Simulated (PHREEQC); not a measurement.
Make-up at 25 °C and 50 atm: 0.0028 mol/kgw Al2(SO4)3, 0.0083 mol/kgw NaHCO3 and 0.0069 mol/kgw NaCl. Closed to the air; pH follows from the charge balance.

Equilibrium calculation in PHREEQC: ion-association model, phreeqc.dat.

This is a speciation only: nothing precipitates in the calculation.

### Question
What pH, ionic strength does the model give?

### Answer
pH 5.66; ionic strength 0.0306 mol/kgw.

### Question
In which forms is S present?

### Answer
SO4-2 76 %, AlSO4+ 17 %, Al(SO4)2- 3.7 %, NaSO4- 3.0 % of the S.

Examples of supersaturated solids here: Gibbsite (slow to form). Others may be too. Under pressure, the constants of complexes without a molar volume in the database are unreliable.
